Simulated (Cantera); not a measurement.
Mixture: CH₄ : O₂ : N₂ = 1 : 1.54 : 5.78 (molar parts), at 0.987 atm, adiabatic and at constant volume. Ignition delay is the time to a rise of 400 K.

Computed with Cantera and GRI-Mech 3.0 (53 species, 325 reactions).

Problem. Predict: delay at 1150 K; delay at 1300 K; delay at 1450 K; delay at 1600 K; delay at 1750 K; apparent activation energy between 1675 and 1825 K.

Solution. 
```json
{
 "delay at 1150 K": "0.105 s",
 "delay at 1300 K": "12.7 ms",
 "delay at 1450 K": "2.09 ms",
 "delay at 1600 K": "0.473 ms",
 "delay at 1750 K": "0.148 ms",
 "apparent activation energy between 1675 and 1825 K": "170 kJ/mol"
}
```
